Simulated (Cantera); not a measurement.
Charge: 1 mol Si₂H₆, 0.85 mol HCl, 18 mol H₂, 0.34 mol Cl₂, equilibrated at 1225 °C and 0.790 bar.

Equilibrium computed with Cantera from the NASA thermochemical tables; the gas is ideal and each condensed phase is pure. Candidate condensed phases: Si; 19 gas species. The feed counts by its element totals alone. The tables' values for SiCl₃ are old estimates; treat these amounts as uncertain. The numbers say what is thermodynamically allowed, not how fast it happens.

What is the equilibrium state?


| Property | Value |
|---|---|
| x(H₂) | 0.943 |
| x(HCl) | 0.0476 |
| x(SiCl₂) | 0.00772 |
| x(SiCl₃) | 0.000849 |
| x(SiHCl₃) | 0.000607 |
| x(SiCl₄) | 0.000298 |
| x(SiH₂Cl₂) | 0.000196 |
| x(H) | 1.88e-5 |
| x(SiH₃Cl) | 1.86e-5 |
| n(Si(s)) | 1.79 mol |
| gas amount | 22.16 mol |
